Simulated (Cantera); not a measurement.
An adiabatic, constant-pressure homogeneous reactor starts with C2H4 : O2 : N2 : H2O = 1 : 2.73 : 10.3 : 0.92 (molar parts), equivalence ratio 1.1, at 1498 K and 57000 Pa.

Model: GRI-Mech 3.0 (53 species, 325 reactions), integrated in Cantera. GRI-Mech 3.0 was tuned for natural gas; its chemistry of ethylene as a main component is partial and can be far from experiment.

**Question.** Predict: time of steepest temperature rise; temperature at 0.300 s; equilibrium temperature; x(O2) at 0.300 s; x(H2O) at 0.300 s; x(CO2) at 0.300 s.

**Answer.** time of steepest temperature rise: 54.8 µs
temperature at 0.300 s: 2726 K
equilibrium temperature: 2726 K
x(O2) at 0.300 s: 0.0177 (gas-phase equilibrium 0.0177)
x(H2O) at 0.300 s: 0.143 (gas-phase equilibrium 0.143)
x(CO2) at 0.300 s: 0.0596 (gas-phase equilibrium 0.0596)
